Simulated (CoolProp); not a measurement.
Vapour-liquid equilibrium of n-octane (1) + p-xylene (2) at 187.75 °C; x and y are mole fractions of (1).

Model: multi-fluid Helmholtz-energy mixture model, Beckmüller 2019 and Zhou 2012; pair parameters Bell 2016, in CoolProp.

| x | bubble pressure, mixture model (MPa) | bubble pressure, Raoult's law (MPa) | y, mixture model | y, Raoult's law |
|---|---|---|---|---|
| 0.05 | 0.3330 | 0.3288 | 0.074 | 0.066 |
| 0.15 | 0.3505 | 0.3400 | 0.204 | 0.192 |
| 0.25 | 0.3655 | 0.3512 | 0.317 | 0.310 |
| 0.35 | 0.3786 | 0.3624 | 0.419 | 0.420 |
| 0.45 | 0.3902 | 0.3736 | 0.514 | 0.524 |
| 0.55 | 0.4005 | 0.3848 | 0.605 | 0.622 |
| 0.65 | 0.4097 | 0.3960 | 0.693 | 0.714 |
| 0.75 | 0.4179 | 0.4071 | 0.781 | 0.802 |
| 0.85 | 0.4253 | 0.4183 | 0.868 | 0.884 |
| 0.95 | 0.4320 | 0.4295 | 0.956 | 0.962 |

The largest gap from Raoult's law is +4.5 % in bubble pressure, at x = 0.35. No azeotrope shows between x = 0.05 and 0.95.

Pair parameters are fitted to limited data, so mixtures are less certain than the pure fluids.
